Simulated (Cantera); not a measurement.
A closed system holds: 1 mol Cu₂O, 12 mol H₂, held at 0.00133 bar.

Method: chemical equilibrium by Gibbs-energy minimisation in Cantera with the NASA 1993 tables (ideal gas, pure condensed phases). Candidate condensed phases: Cu, CuO, Cu(OH)₂, Cu₂O, H₂O; 12 gas species. Kinetics and transport are ignored.

log p: log10 of the partial pressure in bar; n: condensed amount in mol.

| T (K) | log p H₂ | log p Cu | log p H₂O | log p H | log p OH | log p Cu₂ | n Cu(l) |
|---|---|---|---|---|---|---|---|
| 1523 | -2.92 | -4.92 | -3.96 | -6.09 | (withheld) | -8.26 | 1.89 |
| 1573 | -2.92 | -4.58 | -3.96 | -5.85 | (withheld) | -7.79 | 1.76 |
| 1623 | -2.93 | -4.26 | -3.97 | -5.63 | (withheld) | -7.35 | 1.48 |
| 1673 | -2.95 | -3.95 | -3.99 | -5.42 | (withheld) | -6.93 | 0.905 |
| 1723 | -2.98 | -3.72 | -4.02 | -5.23 | (withheld) | -6.64 | 0 |
| 1773 | -2.98 | -3.72 | -4.02 | -5.04 | (withheld) | -6.81 | 0 |
| 1823 | -2.98 | -3.72 | -4.02 | -4.86 | (withheld) | -6.97 | 0 |
| 1873 | -2.99 | -3.72 | -4.03 | -4.68 | (withheld) | -7.12 | 0 |
| 1923 | -2.99 | -3.73 | -4.03 | -4.52 | (withheld) | -7.26 | 0 |
| 1973 | -3.00 | -3.73 | -4.03 | -4.37 | (withheld) | -7.40 | 0 |
| 2023 | -3.00 | -3.73 | -4.03 | -4.22 | (withheld) | -7.54 | 0 |
| 2073 | -3.01 | -3.73 | -4.04 | -4.09 | (withheld) | -7.67 | 0 |

Question: Fill in the missing entries.

Answer: 
- 1523, log p OH: -8.65
- 1573, log p OH: -8.34
- 1623, log p OH: -8.05
- 1673, log p OH: -7.78
- 1723, log p OH: -7.53
- 1773, log p OH: -7.29
- 1823, log p OH: -7.05
- 1873, log p OH: -6.83
- 1923, log p OH: -6.62
- 1973, log p OH: -6.42
- 2023, log p OH: -6.24
- 2073, log p OH: -6.06
